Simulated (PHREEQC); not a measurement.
0.11 g of hydrous ferric oxide (600 m²/g; 0.2 weak and 0.005 strong sites per Fe, Dzombak-Morel constants, diffuse double layer) in 1 kg of water with 0.05 mol/kgw of an inert sodium salt and 2.1e-06 mol SrCl2, at 25 °C; the pH is set by adding NaOH or the inert anion's acid. Oxygen alone is held at its pressure in air (log pO2 = -0.68). The system is closed to CO2. Nothing may precipitate in this run.

Base run: PHREEQC, ion-association model, wateq4f.dat. Each further column changes one thing. The table gives surface charge σ (C/m²).

```json
[
 {"pH": "3", "base": "0.357", "background salt from 0.05 to 0.005 mol/kgw": "0.303", "oxide from 0.11 to 0.55 g/kgw": "0.357"},
 {"pH": "4.33", "base": "0.258", "background salt from 0.05 to 0.005 mol/kgw": "0.148", "oxide from 0.11 to 0.55 g/kgw": "0.258"},
 {"pH": "5", "base": "0.181", "background salt from 0.05 to 0.005 mol/kgw": "0.090", "oxide from 0.11 to 0.55 g/kgw": "0.181"},
 {"pH": "6.33", "base": "0.067", "background salt from 0.05 to 0.005 mol/kgw": "0.027", "oxide from 0.11 to 0.55 g/kgw": "0.067"},
 {"pH": "7.67", "base": "0.012", "background salt from 0.05 to 0.005 mol/kgw": "0.004", "oxide from 0.11 to 0.55 g/kgw": "0.012"},
 {"pH": "9", "base": "-0.025", "background salt from 0.05 to 0.005 mol/kgw": "-0.009", "oxide from 0.11 to 0.55 g/kgw": "-0.026"},
 {"pH": "9.67", "base": "-0.053", "background salt from 0.05 to 0.005 mol/kgw": "-0.021", "oxide from 0.11 to 0.55 g/kgw": "-0.055"},
 {"pH": "11", "base": "-0.155", "background salt from 0.05 to 0.005 mol/kgw": "-0.079", "oxide from 0.11 to 0.55 g/kgw": "-0.158"}
]
```

The oxide is taken as insoluble; below pH 4 it would dissolve.
